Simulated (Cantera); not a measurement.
Input: 1 mol Si, 4.2 mol Cl2, 0.28 mol N2, at 1.50 mbar.

These are equilibrium values from Cantera (NASA tables, ideal gas, pure condensed phases), not measurements of a reactor. Candidate condensed phases: Si, Si3N4; 13 gas species. The tables' values for SiCl3 are old estimates; treat these amounts as uncertain. The numbers say what is thermodynamically allowed, not how fast it happens.

x: gas mole fraction; nothing condenses.

```json
[
 {"T (K)": "923", "x Cl": "0.00229", "x Cl2": "0.630", "x SiCl4": "0.287", "x N2": "0.0804"},
 {"T (K)": "998", "x Cl": "0.00770", "x Cl2": "0.626", "x SiCl4": "0.286", "x N2": "0.0801"},
 {"T (K)": "1073", "x Cl": "0.0218", "x Cl2": "0.614", "x SiCl4": "0.284", "x N2": "0.0796"},
 {"T (K)": "1148", "x Cl": "(withheld)", "x Cl2": "0.589", "x SiCl4": "0.280", "x N2": "0.0783"},
 {"T (K)": "1223", "x Cl": "0.113", "x Cl2": "0.540", "x SiCl4": "0.271", "x N2": "0.0759"},
 {"T (K)": "1298", "x Cl": "0.213", "x Cl2": "0.458", "x SiCl4": "0.257", "x N2": "0.0719"},
 {"T (K)": "1373", "x Cl": "0.350", "x Cl2": "0.347", "x SiCl4": "0.237", "x N2": "0.0664"},
 {"T (K)": "1448", "x Cl": "0.498", "x Cl2": "0.225", "x SiCl4": "0.216", "x N2": "0.0604"},
 {"T (K)": "1523", "x Cl": "(withheld)", "x Cl2": "(withheld)", "x SiCl4": "0.197", "x N2": "0.0554"},
 {"T (K)": "1598", "x Cl": "0.699", "x Cl2": "0.0622", "x SiCl4": "0.184", "x N2": "0.0522"},
 {"T (K)": "1673", "x Cl": "0.740", "x Cl2": "0.0297", "x SiCl4": "0.172", "x N2": "0.0503"}
]
```

Problem. Some entries are withheld; supply them.

Solution. 
- 1523, x Cl: 0.621
- 1523, x Cl2: 0.125
- 1148, x Cl: 0.0531
